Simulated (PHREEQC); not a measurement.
Buffer (model solution)

Dissolve 0.002 mol/kgw NaHSO4, 0.0091 mol/kgw Na2CO3 and 0.21 mol/kgw NaCl at 20 °C. Closed to the air; pH follows from the charge balance.

The numbers come from PHREEQC with the ion-association model, wateq4f.dat.

Each row changes one thing in this solution. Precipitation was switched off in this run.

```
case                                    pH  ionic strength (mol/kgw)  CO3-2 (mol/kgw)  NaCO3- (mol/kgw)  HCO3- (mol/kgw)  SO4-2 (mol/kgw)  SI of Nahcolite (NaHCO3)  SI of Natron (Na2CO3:10H2O)
-----------------------------------  -----  ------------------------  ---------------  ----------------  ---------------  ---------------  ------------------------  ---------------------------
as made                              10.22                     0.231          0.00352           0.00342          0.00203          0.00153                     -3.01                        -3.06
NaHSO4 from 0.002 to 0.0002 mol/kgw  10.76                     0.229          0.00424           0.00410         0.000709         0.000153                     -3.47                        -2.98
NaCl left out                        10.59                    0.0270          0.00589          0.000896          0.00229          0.00190                     -3.89                        -4.55
```
